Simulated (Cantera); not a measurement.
Feed: 1 mol Si, 1.8 mol HCl, 3.8 mol H2, at 1448 K and 750 Torr.

Method: chemical equilibrium by Gibbs-energy minimisation in Cantera with the NASA 1993 tables (ideal gas, pure condensed phases). Candidate condensed phases: Si; 19 gas species. The tables' values for SiCl3 are old estimates; treat these amounts as uncertain. The numbers say what is thermodynamically allowed, not how fast it happens.

Base state: H2 0.817, HCl 0.0981, SiCl2 0.0363, SiCl4 0.0195, SiHCl3 0.0139, SiCl3 0.0139, SiH2Cl2 0.00153, SiH3Cl 4.90e-5 (mole fractions); condensed: Si(s).

**Question.** What changes in the equilibrium state with this change: Si replaced by SiCl4?

**Answer.** 
```json
[
 {"species": "H2", "before": "0.817", "after": "0.528"},
 {"species": "HCl", "before": "0.0981", "after": "0.323"},
 {"species": "SiCl4", "before": "0.0195", "after": "0.104"},
 {"species": "SiCl2", "before": "0.0363", "after": "0.0115"},
 {"species": "SiCl3", "before": "0.0139", "after": "0.0180"},
 {"species": "SiHCl3", "before": "0.0139", "after": "0.0145"},
 {"species": "SiH3Cl", "before": "4.90e-5", "after": "1.97e-6"},
 {"species": "SiH2Cl2", "before": "0.00153", "after": "0.000314"},
 {"species": "Si(s), mol", "before": "0.543", "after": "0"}
]
```

**Question.** What changes in the equilibrium state with this change: temperature from 1448 K to 873.15 K?

**Answer.** 
```csv
species,before,after
H2,0.817,0.899
SiCl4,0.0195,0.0576
SiHCl3,0.0139,0.0382
HCl,0.0981,0.00290
SiCl2,0.0363,1.19e-5
SiCl3,0.0139,0.000108
SiH2Cl2,0.00153,0.00232
SiH3Cl,4.90e-5,3.37e-5
"Si(s), mol",0.543,0.499
```

**Question.** What changes in the equilibrium state with this change: temperature from 1448 K to 1225 K?

**Answer.** 
| species | before | after |
|---|---|---|
| H2 | 0.817 | 0.868 |
| SiCl4 | 0.0195 | 0.0463 |
| HCl | 0.0981 | 0.0438 |
| SiCl2 | 0.0363 | 0.00539 |
| SiCl3 | 0.0139 | 0.00562 |
| SiHCl3 | 0.0139 | 0.0286 |
| SiH2Cl2 | 0.00153 | 0.00236 |
| SiH3Cl | 4.90e-5 | 5.37e-5 |
| Si(s), mol | 0.543 | 0.542 |
